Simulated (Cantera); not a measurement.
# Stirred combustor or abatement burner

A perfectly stirred reactor is fed with 17.9 % H₂, 16.0 % O₂, 60.3 % N₂, 5.74 % H₂O, at 15.0 bar; it is adiabatic with a 650 K inlet, and is followed from long to short residence time, starting on the burning branch (τ in s: 0.026, 0.012, 0.0055, 0.0025, 0.0011, 0.00053, 0.00024, 0.00011, 5e-05, 2.3e-05, 1.1e-05, 4.8e-06).

Model: GRI-Mech 3.0 (53 species, 325 reactions), integrated in Cantera. The hydrogen kinetics of GRI-Mech 3.0 are dated; newer H2 mechanisms differ, most at raised pressure. The pressure lies above the range GRI-Mech 3.0 was tuned for (to about 10 atm).

```csv
τ (s),T (K),x H₂,x O₂,x H₂O,x O,x H
0.026,1958,7.08e-5,0.0771,0.259,3.80e-5,2.87e-6
0.012,1957,9.26e-5,0.0772,0.259,4.17e-5,3.60e-6
0.0055,1957,0.000136,0.0772,0.259,4.91e-5,5.16e-6
0.0025,1956,0.000217,0.0771,0.259,6.33e-5,8.56e-6
0.0011,1953,0.000370,0.0771,0.259,9.05e-5,1.62e-5
0.00053,1950,0.000604,0.0771,0.258,0.000132,3.03e-5
0.00024,1945,0.00103,0.0772,0.258,0.000206,6.19e-5
0.00011,1937,0.00175,0.0773,0.256,0.000326,0.000126
5.0e-5,1924,0.00298,0.0776,0.255,0.000522,0.000260
2.3e-5,1904,0.00503,0.0782,0.252,0.000822,0.000524
1.1e-5,1874,0.00833,0.0794,0.247,0.00123,0.000994
4.8e-6,1816,0.0152,0.0823,0.239,0.00180,0.00192
```
x: mole fraction; the columns are a selection and need not sum to one.
